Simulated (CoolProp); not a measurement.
Properties of acetone at several states (Tc = 508.1 K, pc = 4.692 MPa, ω = 0.307).

Values from CoolProp's reference Helmholtz-energy equation of state, Lemmon 2006. It is a short technical equation, of lower accuracy than the large ones.

```tsv
T (K)	p (MPa)	phase	cp (kJ/(kg K))	cv (kJ/(kg K))	speed of sound (m/s)	isothermal compressibility (1/MPa)	expansivity (1/kK)
246.7	8.97	liquid	2.036	1.482	1454	0.0007680	1.209
224.9	0.547	liquid	2.019	1.459	1518	0.0006954	1.223
206.8	0.648	liquid	2.005	1.445	1612	0.0006047	1.202
293.1	7.11	liquid	2.117	1.542	1233	0.001133	1.331
332.4	3.32	liquid	2.227	1.611	1034	0.001724	1.547
```
